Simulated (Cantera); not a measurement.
Mixture: CH₄ : C₂H₆ : C₃H₈ : O₂ : N₂ : H₂O = 1 : 0.15 : 0.11 : 6.99 : 23.8 : 0.97 (molar parts), equivalence ratio 0.44, at 3.20 bar, adiabatic and at constant volume. Ignition delay is the time to a rise of 400 K.

Model: GRI-Mech 3.0 (53 species, 325 reactions), integrated in Cantera.

Problem. What does this change do: C2H6 0.15 to 0.098 parts?

Solution. 
```tsv
quantity	before	after
delay at 1050 K	16.6 ms	19.4 ms
delay at 1150 K	2.85 ms	3.69 ms
delay at 1250 K	0.685 ms	0.894 ms
delay at 1350 K	0.208 ms	0.257 ms
apparent activation energy between 1300 and 1400 K	170 kJ/mol	180 kJ/mol
```
